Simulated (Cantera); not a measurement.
Input: 1 mol Si2Cl6, 0.02 mol Cl2, 57 mol H2, equilibrated at 1173 K and 0.100 bar.

Method: chemical equilibrium by Gibbs-energy minimisation in Cantera with the NASA 1993 tables (ideal gas, pure condensed phases). The feed counts by its element totals alone. The tables' values for SiCl3 are old estimates; treat these amounts as uncertain. Equilibrium is a limit: real reactors are often held back by kinetics, nucleation or transport.

| species | before | after |
|---|---|---|
| H2 | 0.941 | 0.999 |
| HCl | 0.0394 | 0.000675 |
| SiCl2 | 0.00374 | 1.04e-6 |
| SiCl4 | 0.00866 | <1e-9 |
| SiCl3 | 0.00181 | 8.37e-9 |
| SiHCl3 | 0.00483 | 2.29e-8 |
| SiH2Cl2 | 0.000344 | 1.01e-7 |
| Si(s), mol | 0.853 | 1.000 |
Gas species are given as mole fractions.

Problem. What was changed between the two runs?
(A) Si2Cl6 replaced by SiH4
(B) temperature from 1173 K to 1748 K
(C) temperature from 1173 K to 1323.15 K
(D) pressure from 0.100 bar to 13.3 mbar

Solution. A, Si2Cl6 replaced by SiH4
